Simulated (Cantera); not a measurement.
Charge: 1 mol PbF2, 0.036 mol HF, 21 mol H2, equilibrated at 0.00133 bar.

Equilibrium computed with Cantera from the NASA thermochemical tables; the gas is ideal and each condensed phase is pure. Candidate condensed phases: Pb, PbF2; 16 gas species. Equilibrium is a limit: real reactors are often held back by kinetics, nucleation or transport.

Question: At 1025 K, list the 3 most abundant gas species with their mole fractions, and the condensed phases.

Answer: H2 0.889, HF 0.0905, Pb 0.0209. Condensed: Pb(l).
